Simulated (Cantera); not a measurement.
A freely propagating, adiabatic, planar premixed flame of CH4 : H2 : O2 : N2 = 1 : 0.034 : 1.68 : 6.32 (molar parts), equivalence ratio 1.2, unburnt at 450 K and 0.310 bar; mixture-averaged transport, grid criteria slope 0.08 and curve 0.16, no radiation.

Model: GRI-Mech 3.0 (53 species, 325 reactions), integrated in Cantera. Burning velocities carry a grid error of a few per cent, more on coarse grids.

### Question
How do the results move with these cheaper or finer settings: unity-Lewis-number transport; multicomponent transport; multicomponent+Soret transport; grid criteria slope 0.5, curve 1; grid criteria slope 0.25, curve 0.5; grid criteria slope 0.03, curve 0.06?

### Answer
```
setting                               laminar burning velocity  thermal thickness  peak x(CH3)  peak x(HO2)  grid points
------------------------------------  ------------------------  -----------------  -----------  -----------  -----------
as above                                             94.1 cm/s            1.01 mm      0.00432     0.000124          144
unity-Lewis-number transport                         58.7 cm/s            1.32 mm      0.00309      7.35e-5          141
multicomponent transport                             93.9 cm/s            1.03 mm      0.00435     0.000123          144
multicomponent+Soret transport                       93.3 cm/s            1.02 mm      0.00424     0.000125          145
grid criteria slope 0.5, curve 1                      107 cm/s            1.12 mm      0.00429     0.000123           46
grid criteria slope 0.25, curve 0.5                  97.5 cm/s            1.04 mm      0.00432     0.000124           75
grid criteria slope 0.03, curve 0.06                 93.2 cm/s            1.00 mm      0.00433     0.000124          380
```
The base run took around 20 core-seconds (rough).
Unity Lewis numbers drop preferential diffusion, which matters most where H2 and H carry the flame; Soret adds thermal diffusion.
